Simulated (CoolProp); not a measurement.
A simple Rankine cycle with water: condensing at 331.15 K, boiler at 0.89 MPa, turbine inlet 450 K, turbine efficiency 0.6, pump efficiency 0.8, no recuperator. Each further row changes one setting.

Computed with CoolProp (reference Helmholtz-energy equation of state, Wagner 2002).

```tsv
case	thermal efficiency (%)	net work (kJ/kg)	heat in (kJ/kg)	turbine exit temperature (K)	volume ratio over the turbine
as stated	14.3	361	2530	331.1	(withheld)
turbine inlet 470 K	14.3	370	2580	331.1	33.9
condensing temperature 323.15 K	15.2	390	2570	323.2	(withheld)
boiler pressure 0.623 MPa	13.1	334	2550	331.1	24.6
turbine efficiency 0.5	(withheld)	301	2530	331.1	36.2
```

Complete the blanks.


- as stated, volume ratio over the turbine: 35.2
- condensing temperature 323.15 K, volume ratio over the turbine: 50.3
- turbine efficiency 0.5, thermal efficiency (%): 11.9

The expansion ends wet for: as stated; turbine inlet 470 K; condensing temperature 323.15 K; boiler pressure 0.623 MPa; turbine efficiency 0.5.
